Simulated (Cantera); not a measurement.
# Thermodynamics of silicon carbide growth, feed CH3SiH3 + HCl + H2 + C2H2

Charge: 1 mol CH3SiH3, 0.029 mol HCl, 1.1 mol H2, 0.025 mol C2H2, equilibrated at 1950 °C and 0.310 bar.

Method: chemical equilibrium by Gibbs-energy minimisation in Cantera with the NASA 1993 tables (ideal gas, pure condensed phases). Candidate condensed phases: C, C6H6, C7H8, C8H18, Si, SiC; 109 gas species. The feed counts by its element totals alone. Gases not in the tables: Si2H6 and higher silanes. Equilibrium is a limit: real reactors are often held back by kinetics, nucleation or transport.

```json
{
 "x(H2)": "0.978",
 "x(H)": "0.0114",
 "x(HCl)": "0.00685",
 "x(C2H2 (acetylene))": "0.00284",
 "x(Si)": "0.000171",
 "x(CH4)": "7.43e-5",
 "x(Cl)": "5.79e-5",
 "x(SiH)": "3.98e-5",
 "x(SiH2)": "3.73e-5",
 "n(C(graphite))": "0.0269 mol",
 "n(SiC(s))": "0.999 mol",
 "gas_amount": "4.178 mol",
 "log10 activity of Si(l) (absent)": "-0.94"
}
```
